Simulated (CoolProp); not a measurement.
Vapour pressure (MPa) of methane: the reference equation beside estimates from Tc = -82.6 °C, pc = 4.599 MPa, ω = 0.011.

Model: reference Helmholtz-energy equation of state, Setzmann 1991, in CoolProp.

| T (°C) | reference | van der Waals | Soave-Redlich-Kwong |
|---|---|---|---|
| -144.45 | 0.3395 | … | 0.3378 |
| -140.35 | 0.4330 | 0.9011 | … |
| -136.15 | 0.5472 | 1.055 | … |
| -132.05 | 0.6784 | … | 0.6823 |
| -127.95 | 0.8312 | 1.402 | 0.8381 |
| -123.85 | 1.007 | … | 1.018 |
| -119.75 | 1.209 | … | 1.224 |
| -115.65 | 1.438 | 2.046 | 1.457 |
| -111.55 | 1.697 | 2.296 | 1.721 |
| -107.35 | 1.995 | 2.571 | … |

Question: Complete the blanks.

Answer: 
- -144.45, van der Waals: 0.7660
- -140.35, Soave-Redlich-Kwong: 0.4326
- -136.15, Soave-Redlich-Kwong: 0.5486
- -132.05, van der Waals: 1.220
- -123.85, van der Waals: 1.600
- -119.75, van der Waals: 1.814
- -107.35, Soave-Redlich-Kwong: 2.024

Absolute difference from the reference over all 10 rows, mean and median: van der Waals 69.0 and 63.8 %, Soave-Redlich-Kwong 0.9 and 1.0 %.
